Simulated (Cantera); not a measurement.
Feed: 1 mol PbO, a varied amount of H2, at 1125 °C and 10.0 Torr.

Cantera equilibrium calculation (NASA polynomials, part measured and part estimated; ideal gas, pure solids and liquids). Candidate condensed phases: H2O, Pb, PbO, PbO2, Pb3O4; 12 gas species. The numbers say what is thermodynamically allowed, not how fast it happens.

x: gas mole fraction; nothing condenses.

```tsv
n(H2) (mol)	x H2	x H2O	x Pb	x PbO	x Pb2
1.1	0.0485	0.475	0.475	0.000865	[?]
2.8	0.474	0.263	0.263	2.71e-5	[?]
4.5	0.636	0.182	0.182	9.64e-6	[?]
6.2	0.722	0.139	0.139	4.96e-6	[?]
7.9	0.775	0.112	0.112	3.02e-6	[?]
9.6	0.811	0.0943	0.0943	2.04e-6	[?]
11	0.833	0.0833	0.0833	1.55e-6	[?]
13	0.857	0.0714	0.0714	1.10e-6	[?]
15	0.875	0.0625	0.0625	8.28e-7	[?]
```

Task: Some entries are withheld; supply them.

Result: 
- 1.1, x Pb2: 7.35e-5
- 2.8, x Pb2: 2.25e-5
- 4.5, x Pb2: 1.08e-5
- 6.2, x Pb2: 6.28e-6
- 7.9, x Pb2: 4.11e-6
- 9.6, x Pb2: 2.90e-6
- 11, x Pb2: 2.26e-6
- 13, x Pb2: 1.66e-6
- 15, x Pb2: 1.27e-6
